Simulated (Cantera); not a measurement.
Cantera run, input and output.

```python
import numpy as np
import cantera as ct

gas = ct.Solution("gri30.yaml")
gas.TPX = 1050, 1000000, {'CH4': 1, 'O2': 2.17, 'N2': 8.17}
reactor = ct.IdealGasReactor(gas, energy="on", clone=False)
net = ct.ReactorNet([reactor])
net.rtol, net.atol = 1e-08, 1e-16
show = ['CH4', 'O2', 'H2O', 'C2H2', 'CO2', 'CH2', 'H2O2']
times = np.geomspace(1e-06, 0.2, 10)

steps = ct.SolutionArray(gas, extra=["t"])
rows = []
print(f"{'t/s':>10s}{'T/K':>9s}{'P/Pa':>11s}" + "".join(f"{s:>11s}" for s in show))
for t in times:
    while net.time < t:
        t_next = net.step()
        steps.append(gas.state, t=t_next)
    rows.append([np.interp(t, steps.t, y) for y in (steps.T, steps.P, *steps(*show).X.T)])
    print(f"{t:10.3e}{rows[-1][0]:9.1f}{rows[-1][1]:11.4g}" + "".join(f"{x:11.3e}" for x in rows[-1][2:]))
rate = np.gradient(steps.T, steps.t)
print("integrator steps:", len(steps.t))
if steps.T.max() > steps.T[0] + 200:
    print(f"time of steepest temperature rise: {steps.t[rate.argmax()]:.4e} s")
gas.TPX = 1050, 1000000, {'CH4': 1, 'O2': 2.17, 'N2': 8.17}
gas.equilibrate("UV")
print(f"equilibrium (UV): T = {gas.T:.1f} K  " + "  ".join(f"{s} {gas[s].X[0]:.3e}" for s in show))
```

It prints:

```
       t/s      T/K       P/Pa        CH4         O2        H2O       C2H2        CO2        CH2       H2O2
 1.000e-06   1050.0      1e+06  8.818e-02  1.914e-01  4.513e-13  4.448e-30  7.516e-21  3.568e-22  1.755e-13
 3.882e-06   1050.0      1e+06  8.818e-02  1.914e-01  7.498e-12  1.737e-27  4.538e-19  5.622e-21  2.634e-12
 1.507e-05   1050.0      1e+06  8.818e-02  1.914e-01  1.179e-10  6.135e-25  2.761e-17  8.811e-20  3.937e-11
 5.848e-05   1050.0      1e+06  8.818e-02  1.914e-01  1.878e-09  2.553e-22  1.716e-15  1.461e-18  5.648e-10
 2.270e-04   1050.0      1e+06  8.818e-02  1.914e-01  3.419e-08  2.050e-19  1.322e-13  3.149e-17  7.224e-09
 8.811e-04   1050.0      1e+06  8.818e-02  1.914e-01  8.143e-07  4.007e-16  1.614e-11  1.048e-15  6.118e-08
 3.420e-03   1050.1      1e+06  8.817e-02  1.913e-01  1.231e-05  2.129e-13  6.371e-10  5.571e-15  1.968e-07
 1.327e-02   1051.1  1.001e+06  8.804e-02  1.912e-01  1.216e-04  2.614e-11  1.646e-08  2.668e-14  7.864e-07
 5.153e-02   2896.0  2.812e+06  2.374e-14  1.872e-02  1.589e-01  1.951e-17  6.601e-02  5.157e-14  1.698e-06
 2.000e-01   2896.0  2.812e+06  2.374e-14  1.872e-02  1.589e-01  1.951e-17  6.601e-02  5.157e-14  1.698e-06
integrator steps: 2609
time of steepest temperature rise: 3.4527e-02 s
equilibrium (UV): T = 2896.0 K  CH4 2.999e-14  O2 1.872e-02  H2O 1.589e-01  C2H2 2.100e-17  CO2 6.601e-02  CH2 5.878e-14  H2O2 1.698e-06
```

Model: GRI-Mech 3.0 (53 species, 325 reactions), integrated in Cantera.
